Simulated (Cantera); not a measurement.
Feed: 1 mol Si₃N₄, 0.26 mol H₂O, 4.6 mol N₂, equilibrated at 1777 °C and 3.80 Pa.

Equilibrium computed with Cantera from the NASA thermochemical tables; the gas is ideal and each condensed phase is pure. Candidate condensed phases: H₂O, Si, SiO₂, Si₂N₂O, Si₃N₄; 35 gas species. The tables' values for SiN are old estimates; treat these amounts as uncertain. Rates play no part.

Base state: N₂ 0.658, Si 0.272, H 0.0344, SiO 0.0259, H₂ 0.00871, Si₂ 0.000424, SiN 0.000315, SiH 9.47e-5 (mole fractions); condensed: gas only.

Question: What changes in the equilibrium state with this change: temperature from 1777 °C to 1600 °C?

Answer: 
```json
[
 {"species": "N₂", "before": "0.658", "after": "0.701"},
 {"species": "Si", "before": "0.272", "after": "0.233"},
 {"species": "SiO", "before": "0.0259", "after": "0.0277"},
 {"species": "H", "before": "0.0344", "after": "0.0149"},
 {"species": "H₂", "before": "0.00871", "after": "0.0201"},
 {"species": "Si₃", "before": "1.19e-5", "after": "0.000397"},
 {"species": "Si₂N", "before": "5.29e-5", "after": "0.000642"},
 {"species": "Si₂", "before": "0.000424", "after": "0.00174"},
 {"species": "SiH", "before": "9.47e-5", "after": "0.000189"},
 {"species": "SiN", "before": "0.000315", "after": "0.000432"},
 {"species": "Si(l), mol", "before": "0", "after": "0.492"}
]
```
